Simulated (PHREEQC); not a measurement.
**Hard or scaling water (model solution)**

Consider water at 22 °C with 0.06 mol/kgw MgCl2, 0.11 mol/kgw NaHCO3 and 0.0052 mol/kgw NaCl. Closed to the air; pH follows from the charge balance.

Computed with PHREEQC (ion-association model, wateq4f.dat).

Precipitation was switched off in this run.

### Question
Predict the pH, ionic strength, activity of water.

### Answer
pH 7.73; ionic strength 0.258 mol/kgw; activity of water 0.993.

### Question
In which forms is C present?

### Answer
HCO3- 79 %, MgHCO3+ 14 %, NaHCO3 2.5 %, CO2 2.4 %, MgCO3 1.7 % of the C.

Saturation is exceeded, for instance for Magnesite (slow to form); the values hold only as long as no solid forms.
